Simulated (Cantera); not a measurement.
## N2O furnace oxynitridation

An isothermal, constant-pressure homogeneous reactor starts with 84.7 % N2O, 15.3 % O2, at 1575 K and 11.3 Torr.

Detailed kinetics in Cantera: GRI-Mech 3.0 (53 species, 325 reactions). GRI-Mech 3.0 was tuned for natural gas; its chemistry of N2O as a main component is partial and can be far from experiment. Radical loss at walls, strong at low pressure, is not modelled. The temperature is held fixed by assumption; the heat of reaction is taken as removed at once.

```tsv
t (s)	x N2O	x O2	x O	x N2	x NO
0.000300	0.847	0.153	0.000118	0.000354	7.89e-5
0.00119	0.845	0.153	0.000142	0.00164	0.000502
0.00475	0.836	0.155	0.000142	0.00680	0.00223
0.0189	0.803	0.161	0.000142	0.0267	0.00887
0.0754	0.687	0.184	0.000142	0.0965	0.0322
0.300	0.388	0.243	0.000141	0.276	0.0923
1.19	0.0557	0.309	0.000138	0.477	0.159
4.75	0.000150	0.320	5.44e-5	0.511	0.169
18.9	7.20e-6	0.320	5.04e-5	0.511	0.168
75.4	6.99e-6	0.322	5.04e-5	0.512	0.166
300	6.24e-6	0.326	5.08e-5	0.517	0.157
```
x: mole fraction; the columns are a selection and need not sum to one.

Equilibrium at this temperature and pressure: N2O 1.34e-8, O2 0.404, O 5.59e-5, N2 0.594, NO 0.00210 (gas phase only).
